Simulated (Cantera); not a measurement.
A perfectly stirred reactor is fed with 21.3 % H₂, 78.7 % O₂, equivalence ratio 0.14, at 1330 Pa; it is held at 1248 K, and followed from long to short residence time.

Detailed kinetics in Cantera: GRI-Mech 3.0 (53 species, 325 reactions). Radical loss at walls, strong at low pressure, is not modelled. The temperature is held fixed by assumption; the heat of reaction is taken as removed at once.

### Question
Predict: x(H₂) at τ = 1.20 s; x(O₂) at τ = 1.20 s; x(HO₂) at τ = 1.20 s; x(OH) at τ = 1.20 s; x(H₂O₂) at τ = 1.20 s; x(H₂) at τ = 90.0 ms; x(O₂) at τ = 90.0 ms; x(HO₂) at τ = 90.0 ms; x(OH) at τ = 90.0 ms; x(H₂O₂) at τ = 90.0 ms.

### Answer
```
Property                  Result
----------------------  --------
x(H₂) at τ = 1.20 s     0.000649
x(O₂) at τ = 1.20 s        0.758
x(HO₂) at τ = 1.20 s     4.29e-6
x(OH) at τ = 1.20 s      0.00271
x(H₂O₂) at τ = 1.20 s    2.48e-7
x(H₂) at τ = 90.0 ms     0.00325
x(O₂) at τ = 90.0 ms       0.744
x(HO₂) at τ = 90.0 ms    7.85e-6
x(OH) at τ = 90.0 ms     0.00622
x(H₂O₂) at τ = 90.0 ms   3.93e-7
```
